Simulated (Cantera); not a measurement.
A perfectly stirred reactor is fed with NH3 : H2 = 1 : 2.3 (molar parts), at 0.230 bar; it is held at 1700 K, and followed from long to short residence time.

Computed with Cantera and the gas-phase N/H chemistry of the illustrative SiF4/NH3 mechanism in the Surface Chemkin manual (1991). Walls and surfaces, which speed up NH3 decomposition in real reactors, are not modelled.

x: mole fraction; the columns are a selection and need not sum to one.

```
τ (s)   x NH3   x H2     x NH2        x NH       x H      x N2   x N2H2
------  -----  -----  --------  ----------  --------  --------  -------
6.5     0.166  0.781   6.92e-5  (withheld)  0.000129    0.0525  1.21e-7
2.3     0.230  0.742   8.70e-5     7.52e-7  0.000111    0.0279  1.91e-7
0.80    0.272  0.716   9.74e-5     7.96e-7  0.000101    0.0118  2.40e-7
0.28    0.291  0.704  0.000101     8.06e-7   9.67e-5   0.00443  2.61e-7
0.097   0.299  0.699  0.000102     7.88e-7   9.38e-5   0.00152  2.61e-7
0.034   0.302  0.698   9.76e-5  (withheld)   8.91e-5  0.000481  2.37e-7
0.012   0.303  0.697   8.52e-5  (withheld)   7.74e-5  0.000122  1.74e-7
0.0041  0.303  0.697   5.53e-5  (withheld)   5.02e-5   1.49e-5  6.59e-8
```

**Question.** Complete the blanks.

**Answer.** 
- 6.5, x NH: 6.63e-7
- 0.034, x NH: 7.21e-7
- 0.012, x NH: 5.49e-7
- 0.0041, x NH: 2.33e-7
